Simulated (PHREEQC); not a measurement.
Solution (25 °C): 0.011 mol/kgw NH3 and 0.0024 mol/kgw CO2. Closed to the air; pH follows from the charge balance.

Computed with PHREEQC (ion-association model, phreeqc.dat).

This is a speciation only: nothing precipitates in the calculation.

Estimate the pH, specific conductance.

pH 9.70; specific conductance 371 µS/cm.

In which forms is C present?

HCO3- 78 %, CO3-2 22 % of the C.
